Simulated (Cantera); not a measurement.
Input (Python, Cantera) and output of one run.

```python
import numpy as np
import cantera as ct

gas_names = """
    F F2 N NF NF2 NF3 N2 Si SiF SiF2 SiF3 SiF4 SiN Si2 Si2N Si3
""".split()
cond_names = """
    Si(cr) Si(L) Si3N4(a)
""".split()


# ... load() reads the species with a 1 bar reference pressure and builds the phases ...
atoms = {
    'Si': {'Si': 1},
    'NF3': {'N': 1, 'F': 3},
    'N2': {'N': 2},
}
top_T = {'Si3N4(a)': 2400}  # K; cautious upper limits of use, not melting points


# ... equilibrate(T, P, feed) seeds the gas with the atoms and calls Mixture.equilibrate('TP', solver="vcs", rtol=1e-11, max_steps=5000) ...
results = []
T = 798.15  # K
P = 1000  # Pa
for m in [0.52, 1.1, 1.6, 2.2, 2.7, 3.2, 3.8, 4.3, 4.9, 5.4]:
    feed = {'Si': 1, 'NF3': m, 'N2': 60}  # mol
    mix = equilibrate(T, P, feed)
    results.append((T, P, feed, dict(zip(mix.species_names, mix.species_moles))))
    x = sorted(zip(gas.X, gas.species_names), reverse=True)
    print(f"T = {T:g} K  P = {P:g} Pa  n(NF3) = {m:g} mol  gas = {mix.phase_moles(0):.4g} mol")
    print("   x: " + "  ".join(f"{s} {v:.3e}" for v, s in x if v > 0.0001))
    print("   condensed (mol): " + ("  ".join(f"{mix.phase(i).name} {mix.phase_moles(i):.4g}"
          for i in range(1, mix.n_phases) if mix.phase_moles(i) > 1e-12) or "none"))
```

Result:

```
T = 798.15 K  P = 1000 Pa  n(NF3) = 0.52 mol  gas = 60.24 mol
   x: N2 9.935e-01  SiF4 6.474e-03
   condensed (mol): Si3N4(a) 0.2033
T = 798.15 K  P = 1000 Pa  n(NF3) = 1.1 mol  gas = 61.26 mol
   x: N2 9.865e-01  SiF4 1.347e-02
   condensed (mol): Si3N4(a) 0.05833
T = 798.15 K  P = 1000 Pa  n(NF3) = 1.6 mol  gas = 62.35 mol
   x: N2 9.751e-01  SiF4 1.604e-02  F 5.006e-03  F2 3.838e-03
   condensed (mol): none
T = 798.15 K  P = 1000 Pa  n(NF3) = 2.2 mol  gas = 63.69 mol
   x: N2 9.591e-01  SiF4 1.570e-02  F2 1.491e-02  F 9.867e-03  NF3 3.783e-04
   condensed (mol): none
T = 798.15 K  P = 1000 Pa  n(NF3) = 2.7 mol  gas = 64.76 mol
   x: N2 9.470e-01  F2 2.421e-02  SiF4 1.544e-02  F 1.257e-02  NF3 7.776e-04
   condensed (mol): none
T = 798.15 K  P = 1000 Pa  n(NF3) = 3.2 mol  gas = 65.8 mol
   x: N2 9.355e-01  F2 3.331e-02  SiF4 1.520e-02  F 1.475e-02  NF3 1.247e-03
   condensed (mol): none
T = 798.15 K  P = 1000 Pa  n(NF3) = 3.8 mol  gas = 67.04 mol
   x: N2 9.224e-01  F2 4.391e-02  F 1.693e-02  SiF4 1.492e-02  NF3 1.875e-03
   condensed (mol): none
T = 798.15 K  P = 1000 Pa  n(NF3) = 4.3 mol  gas = 68.06 mol
   x: N2 9.119e-01  F2 5.247e-02  F 1.851e-02  SiF4 1.469e-02  NF3 2.435e-03
   condensed (mol): none
T = 798.15 K  P = 1000 Pa  n(NF3) = 4.9 mol  gas = 69.28 mol
   x: N2 8.998e-01  F2 6.242e-02  F 2.019e-02  SiF4 1.443e-02  NF3 3.139e-03
   condensed (mol): none
T = 798.15 K  P = 1000 Pa  n(NF3) = 5.4 mol  gas = 70.29 mol
   x: N2 8.901e-01  F2 7.045e-02  F 2.145e-02  SiF4 1.423e-02  NF3 3.743e-03
   condensed (mol): none
```

Cantera equilibrium calculation (NASA polynomials, part measured and part estimated; ideal gas, pure solids and liquids).
